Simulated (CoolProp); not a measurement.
Ethylbenzene along the isotherm 620 K: fugacity coefficient from the reference equation and from simpler models built on Tc = 617.1 K, pc = 3622 kPa, ω = 0.304; each cubic takes its own stable root.

The numbers come from the reference Helmholtz-energy equation of state, Zhou 2012 in CoolProp.

```tsv
p (kPa)	phase	reference
17.2	gas	0.9983
27.8	gas	0.9973
44.8	gas	0.9956
72.5	gas	0.9929
117	gas	0.9886
189	gas	0.9816
306	gas	0.9704
494	gas	0.9523
798	gas	0.9235
1290	gas	0.8775
2080	gas	0.8046
3360	gas	0.6846
5430	supercritical	0.4812
```

Q: How far does each simpler model (Soave-Redlich-Kwong, Peng-Robinson) lie from the reference over these 13 states: mean and median of the absolute difference, and the worst?

A: 
- Soave-Redlich-Kwong: mean 0.7 %, median 0.1 %, worst +4.8 % at 620 K and 5430 kPa
- Peng-Robinson: mean 0.3 %, median 0.2 %, worst -1.3 % at 620 K and 3360 kPa
